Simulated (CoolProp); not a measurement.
A single-stage vapour-compression cycle with R1336mzz(Z): evaporating at 324.15 K (dew point), condensing at 354.15 K (bubble point), superheat 10 K, subcooling 2 K, compressor efficiency 0.85, no pressure losses. Each further row changes one setting.

Values from CoolProp's reference Helmholtz-energy equation of state, McLinden 2020.

| case | cooling COP | pressure ratio | discharge temperature (K) | refrigerating effect (kJ/kg) | volumetric capacity (kJ/m³) |
|---|---|---|---|---|---|
| as stated | 8.04 | 2.39 | 356.8 | 129 | 1510 |
| evaporating temperature 329.15 K | (withheld) | (withheld) | 357.9 | 133 | 1810 |
| condensing temperature 349.15 K | 9.96 | 2.09 | 353.1 | 136 | 1590 |
| subcooling 7 K | 8.46 | 2.39 | 356.8 | 136 | 1590 |
| superheat 20 K | 8.29 | 2.39 | 366.6 | (withheld) | 1560 |
| compressor efficiency 0.75 | 7.09 | 2.39 | 358.8 | 129 | 1510 |

Q: Some entries are withheld; supply them.

A: 
- evaporating temperature 329.15 K, cooling COP: 10.1
- evaporating temperature 329.15 K, pressure ratio: 2.04
- superheat 20 K, refrigerating effect (kJ/kg): 138
